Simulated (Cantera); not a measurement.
A perfectly stirred reactor is fed with 0.621 % CH4, 99.4 % N2, at 0.225 Torr; it is held at 2023 K, and followed from long to short residence time.

Computed with Cantera and GRI-Mech 3.0 (53 species, 325 reactions). GRI-Mech 3.0 stops at C3 and has no aromatics, soot or wall deposition, so with more carbon than oxygen in the feed, carbon stays in small species such as C2H2 where larger ones or solid carbon would form. Radical loss at walls, strong at low pressure, is not modelled.

x: mole fraction; the columns are a selection and need not sum to one.

```csv
τ (s),x CH4,x H,x CH2,x C2H,x C2H6
2.6,0.00206,0.000101,5.27e-6,6.33e-7,3.30e-9
0.85,0.00377,5.70e-5,4.58e-6,3.16e-7,3.94e-9
0.28,…,…,…,…,…
0.089,0.00601,1.04e-5,4.98e-7,2.02e-9,1.68e-10
0.029,0.00615,…,…,1.04e-11,1.52e-11
0.0093,0.00620,5.20e-6,6.01e-9,<1e-12,<1e-12
0.0030,0.00621,2.56e-6,2.98e-10,<1e-12,<1e-12
0.00098,0.00621,1.01e-6,1.28e-11,<1e-12,<1e-12
```

Question: What belongs in the gaps?

Answer: 
- 0.28, x CH4: 0.00543
- 0.28, x H: 2.12e-5
- 0.28, x CH2: 2.15e-6
- 0.28, x C2H: 6.56e-8
- 0.28, x C2H6: 1.37e-9
- 0.029, x H: 7.86e-6
- 0.029, x CH2: 7.48e-8
